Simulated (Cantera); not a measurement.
Transport properties of process gases

Gas mixture: N2 = 0.28 (molar parts), at 750 Torr, frozen composition.

Cantera's kinetic-theory transport with the Lennard-Jones parameters of GRI-Mech 3.0, ideal gas; thermal conductivity in the multicomponent form.

| T (K) | ρ (kg/m³) | cp (J/kg/K) | μ (µPa s) | λ (mW/m/K) | Pr | D (cm²/s) CO2 | D (cm²/s) N2 | D (cm²/s) OH |
|---|---|---|---|---|---|---|---|---|
| 400 | 0.842 | 1047 | 22.3 | 32.9 | 0.710 | 0.270 | 68.8 | 0.530 |
| 550 | 0.613 | 1065 | 27.9 | 42.0 | 0.707 | 0.474 | 121 | 0.912 |
| 700 | 0.481 | 1095 | 32.8 | 50.9 | 0.706 | 0.719 | 183 | 1.37 |
| 850 | 0.396 | 1134 | 37.3 | 59.9 | 0.706 | 1.00 | 255 | 1.89 |
| 1000 | 0.337 | 1169 | 41.5 | 68.8 | 0.706 | 1.32 | 336 | 2.48 |
| 1150 | 0.293 | 1195 | 45.5 | 77.0 | 0.706 | 1.67 | 425 | 3.13 |
| 1300 | 0.259 | 1218 | 49.2 | 84.9 | 0.706 | 2.05 | 522 | 3.84 |
| 1450 | 0.232 | 1237 | 52.8 | 92.6 | 0.706 | 2.46 | 627 | 4.60 |
| 1600 | 0.211 | 1253 | 56.3 | 100 | 0.705 | 2.90 | 738 | 5.41 |
D: mixture-averaged diffusion coefficient of that species in the mixture.
